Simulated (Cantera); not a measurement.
Charge: 1 mol PbO, 1.4 mol CH4, 0.11 mol H2, 2.2 mol CO, equilibrated at 1648 K.

These are equilibrium values from Cantera (NASA tables, ideal gas, pure condensed phases), not measurements of a reactor. Candidate condensed phases: C, C6H6, C7H8, C8H18, H2O, Pb, PbO, PbO2, Pb3O4; 113 gas species. Kinetics and transport are ignored.

log p: log10 of the partial pressure in bar; n: condensed amount in mol.

| P (Pa) | log p CO | log p H2 | log p Pb | log p H | n C(graphite) | n Pb(l) |
|---|---|---|---|---|---|---|
| 10 | -4.35 | -4.39 | -4.85 | -6.25 | 0.400 | 0 |
| 42 | -3.72 | -3.77 | -4.23 | -5.93 | 0.400 | 0 |
| 180 | -3.09 | -3.13 | -3.60 | -5.62 | 0.400 | 0 |
| 750 | [?] | [?] | [?] | [?] | 0.400 | 0 |
| 3200 | [?] | [?] | [?] | [?] | 0.400 | 0 |
| 13000 | -1.23 | -1.27 | -1.74 | -4.69 | 0.400 | 0 |
| 56000 | -0.60 | -0.64 | -1.10 | -4.37 | 0.399 | 0 |
| 240000 | 0.08 | 0.04 | -1.05 | -4.03 | 0.399 | 0.762 |
| 1000000 | 0.72 | 0.67 | -1.05 | -3.72 | 0.395 | 0.945 |

Question: Complete the blanks.

Answer: 
- 750, log p CO: -2.47
- 750, log p H2: -2.51
- 750, log p Pb: -2.98
- 750, log p H: -5.31
- 3200, log p CO: -1.84
- 3200, log p H2: -1.88
- 3200, log p Pb: -2.35
- 3200, log p H: -4.99
